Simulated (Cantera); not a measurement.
Reactions in the system C-O

Cantera with NASA thermochemical tables; ideal gases at 1 bar, condensed phases pure. Values are per mole of reaction as written; species without (g) are pure solids or liquids, kept so even where they would boil at 1 bar.

3 CO2(g) = 3 C + 2 O3(g)

```json
[
 {"T (K)": "300", "ΔH° (kJ)": "1464.1", "ΔS° (J/K)": "-146.2", "ΔG° (kJ)": "1508.0", "log10 K": "-262.56"},
 {"T (K)": "625", "ΔH° (kJ)": "1464.9", "ΔS° (J/K)": "-145.2", "ΔG° (kJ)": "1555.6", "log10 K": "-130.01"},
 {"T (K)": "825", "ΔH° (kJ)": "1467.3", "ΔS° (J/K)": "-141.8", "ΔG° (kJ)": "1584.3", "log10 K": "-100.31"},
 {"T (K)": "1025", "ΔH° (kJ)": "1470.0", "ΔS° (J/K)": "-138.9", "ΔG° (kJ)": "1612.4", "log10 K": "-82.17"},
 {"T (K)": "1225", "ΔH° (kJ)": "1472.4", "ΔS° (J/K)": "-136.8", "ΔG° (kJ)": "1640.0", "log10 K": "-69.93"},
 {"T (K)": "1425", "ΔH° (kJ)": "1474.7", "ΔS° (J/K)": "-135.0", "ΔG° (kJ)": "1667.2", "log10 K": "-61.11"},
 {"T (K)": "1625", "ΔH° (kJ)": "1477.7", "ΔS° (J/K)": "-133.1", "ΔG° (kJ)": "1694.0", "log10 K": "-54.45"},
 {"T (K)": "1825", "ΔH° (kJ)": "1481.9", "ΔS° (J/K)": "-130.7", "ΔG° (kJ)": "1720.4", "log10 K": "-49.24"},
 {"T (K)": "2025", "ΔH° (kJ)": "1487.5", "ΔS° (J/K)": "-127.7", "ΔG° (kJ)": "1746.2", "log10 K": "-45.04"},
 {"T (K)": "2225", "ΔH° (kJ)": "1494.9", "ΔS° (J/K)": "-124.3", "ΔG° (kJ)": "1771.4", "log10 K": "-41.59"},
 {"T (K)": "2425", "ΔH° (kJ)": "1504.1", "ΔS° (J/K)": "-120.3", "ΔG° (kJ)": "1795.9", "log10 K": "-38.68"}
]
```

CO(g) = C + O(g)

```json
[
 {"T (K)": "300", "ΔH° (kJ)": "359.7", "ΔS° (J/K)": "-30.9", "ΔG° (kJ)": "369.0", "log10 K": "-64.24"},
 {"T (K)": "625", "ΔH° (kJ)": "361.4", "ΔS° (J/K)": "-27.4", "ΔG° (kJ)": "378.5", "log10 K": "-31.63"},
 {"T (K)": "825", "ΔH° (kJ)": "363.1", "ΔS° (J/K)": "-25.1", "ΔG° (kJ)": "383.7", "log10 K": "-24.30"},
 {"T (K)": "1025", "ΔH° (kJ)": "364.9", "ΔS° (J/K)": "-23.1", "ΔG° (kJ)": "388.6", "log10 K": "-19.80"},
 {"T (K)": "1225", "ΔH° (kJ)": "366.8", "ΔS° (J/K)": "-21.4", "ΔG° (kJ)": "393.0", "log10 K": "-16.76"},
 {"T (K)": "1425", "ΔH° (kJ)": "368.7", "ΔS° (J/K)": "-20.0", "ΔG° (kJ)": "397.1", "log10 K": "-14.56"},
 {"T (K)": "1625", "ΔH° (kJ)": "370.6", "ΔS° (J/K)": "-18.7", "ΔG° (kJ)": "401.0", "log10 K": "-12.89"},
 {"T (K)": "1825", "ΔH° (kJ)": "372.5", "ΔS° (J/K)": "-17.6", "ΔG° (kJ)": "404.6", "log10 K": "-11.58"},
 {"T (K)": "2025", "ΔH° (kJ)": "374.5", "ΔS° (J/K)": "-16.6", "ΔG° (kJ)": "408.0", "log10 K": "-10.52"},
 {"T (K)": "2225", "ΔH° (kJ)": "376.4", "ΔS° (J/K)": "-15.7", "ΔG° (kJ)": "411.2", "log10 K": "-9.65"},
 {"T (K)": "2425", "ΔH° (kJ)": "378.4", "ΔS° (J/K)": "-14.8", "ΔG° (kJ)": "414.3", "log10 K": "-8.92"}
]
```
